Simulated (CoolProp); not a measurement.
Vapour-liquid equilibrium of acetone (1) + n-dodecane (2) at 471.5 K; x and y are mole fractions of (1).

Model: multi-fluid Helmholtz-energy mixture model, Lemmon 2006 and Lemmon 2004; pair parameters Bell 2016, in CoolProp.

**Question.** Give the bubble pressure and the first vapour's composition at x = 0.2, 0.65, 0.8. Is there an azeotrope?

**Answer.** x = 0.2: 561.0 kPa, y = 0.884; x = 0.65: 1650 kPa, y = 0.962; x = 0.8: 2000 kPa, y = 0.974. No azeotrope shows between x = 0.05 and 0.95.

Pair parameters are fitted to limited data, so mixtures are less certain than the pure fluids.
